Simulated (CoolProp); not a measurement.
Vapour-liquid equilibrium of propylene (1) + R22 (2) at 0.0777 bar; x and y are mole fractions of (1).

The numbers come from the multi-fluid Helmholtz-energy mixture model, Lemmon 2013 and Kamei 1995; pair parameters Bell 2016 in CoolProp.

```json
[
 {"x": "0.05", "bubble temperature (K)": "188.0", "y at the bubble point": "0.133", "dew temperature at overall composition x (K)": "188.8", "liquid density (mol/L)": "17.59"},
 {"x": "0.125", "bubble temperature (K)": "186.6", "y at the bubble point": "0.280", "dew temperature at overall composition x (K)": "?", "liquid density (mol/L)": "17.44"},
 {"x": "0.2", "bubble temperature (K)": "185.5", "y at the bubble point": "0.387", "dew temperature at overall composition x (K)": "187.4", "liquid density (mol/L)": "17.29"},
 {"x": "0.275", "bubble temperature (K)": "184.6", "y at the bubble point": "?", "dew temperature at overall composition x (K)": "186.6", "liquid density (mol/L)": "17.13"},
 {"x": "0.35", "bubble temperature (K)": "?", "y at the bubble point": "0.536", "dew temperature at overall composition x (K)": "?", "liquid density (mol/L)": "16.98"},
 {"x": "0.425", "bubble temperature (K)": "183.4", "y at the bubble point": "0.593", "dew temperature at overall composition x (K)": "?", "liquid density (mol/L)": "16.83"},
 {"x": "0.5", "bubble temperature (K)": "183.0", "y at the bubble point": "0.645", "dew temperature at overall composition x (K)": "184.3", "liquid density (mol/L)": "16.67"},
 {"x": "0.575", "bubble temperature (K)": "182.6", "y at the bubble point": "0.693", "dew temperature at overall composition x (K)": "?", "liquid density (mol/L)": "16.52"},
 {"x": "0.65", "bubble temperature (K)": "?", "y at the bubble point": "0.739", "dew temperature at overall composition x (K)": "182.9", "liquid density (mol/L)": "?"},
 {"x": "0.725", "bubble temperature (K)": "182.0", "y at the bubble point": "0.787", "dew temperature at overall composition x (K)": "182.4", "liquid density (mol/L)": "16.23"},
 {"x": "0.8", "bubble temperature (K)": "181.8", "y at the bubble point": "0.837", "dew temperature at overall composition x (K)": "182.0", "liquid density (mol/L)": "16.09"},
 {"x": "0.875", "bubble temperature (K)": "181.7", "y at the bubble point": "0.892", "dew temperature at overall composition x (K)": "181.7", "liquid density (mol/L)": "15.96"},
 {"x": "0.95", "bubble temperature (K)": "181.5", "y at the bubble point": "0.953", "dew temperature at overall composition x (K)": "181.6", "liquid density (mol/L)": "15.82"}
]
```

Task: What belongs in the gaps?

Result: 
- 0.125, dew temperature at overall composition x (K): 188.1
- 0.275, y at the bubble point: 0.469
- 0.35, bubble temperature (K): 184.0
- 0.35, dew temperature at overall composition x (K): 185.9
- 0.425, dew temperature at overall composition x (K): 185.1
- 0.575, dew temperature at overall composition x (K): 183.6
- 0.65, bubble temperature (K): 182.3
- 0.65, liquid density (mol/L): 16.38

No azeotrope shows between x = 0.05 and 0.95.

The pair parameters rest on a limited set of measurements; away from them the model extrapolates.
